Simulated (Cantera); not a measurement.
A closed system holds: 1 mol NiS, 290 mol H2, 3.3 mol N2, equilibrated at 452 °C and 0.510 bar.

These are equilibrium values from Cantera (NASA tables, ideal gas, pure condensed phases), not measurements of a reactor. Candidate condensed phases: Ni, NiS, NiS2, Ni3S2, Ni3S4, S; 17 gas species. Kinetics and transport are ignored.

Base state: H2 0.987, N2 0.0111, H2S 0.00114, NH3 0.000361 (mole fractions); condensed: Ni3S2(s).

### Question
What changes in the equilibrium state with this change: N2 from 3.3 to 80 mol?

### Answer
```json
[
 {"species": "H2", "before": "0.987", "after": "0.782"},
 {"species": "N2", "before": "0.0111", "after": "0.216"},
 {"species": "NH3", "before": "0.000361", "after": "0.00112"},
 {"species": "H2S", "before": "0.00114", "after": "0.000902"},
 {"species": "Ni3S2(s), mol", "before": "0.333", "after": "0.333"}
]
```

### Question
What changes in the equilibrium state with this change: temperature from 452 °C to 827 °C?

### Answer
```json
[
 {"species": "H2", "before": "0.987", "after": "0.985"},
 {"species": "N2", "before": "0.0111", "after": "0.0112"},
 {"species": "H2S", "before": "0.00114", "after": "0.00341"},
 {"species": "NH3", "before": "0.000361", "after": "1.68e-5"},
 {"species": "Ni3S2(s), mol", "before": "0.333", "after": "0"},
 {"species": "Ni(s), mol", "before": "0", "after": "1.00"}
]
```
